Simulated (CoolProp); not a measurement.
Vapour-liquid equilibrium of R152A (1) + R113 (2) at 32.45 °C; x and y are mole fractions of (1).

Computed with CoolProp (multi-fluid Helmholtz-energy mixture model, Outcalt 1996 and Marx 1992; pair parameters Bell 2016).

```tsv
x	bubble pressure, mixture model (kPa)	bubble pressure, Raoult's law (kPa)	y, mixture model	y, Raoult's law
0.05	124.3	93.59	0.530	0.395
0.15	238.0	161.6	0.767	0.686
0.25	330.7	229.6	0.841	0.805
0.35	404.6	297.5	0.878	0.870
0.45	464.1	365.5	0.902	0.910
0.55	514.1	433.5	0.918	0.938
0.65	559.4	501.5	0.933	0.958
0.75	604.5	569.5	0.948	0.974
0.85	653.1	637.4	0.965	0.986
0.95	708.4	705.4	0.987	0.996
```

The largest gap from Raoult's law is +47.3 % in bubble pressure, at x = 0.15. No azeotrope shows between x = 0.05 and 0.95.

Pair parameters are fitted to limited data, so mixtures are less certain than the pure fluids.
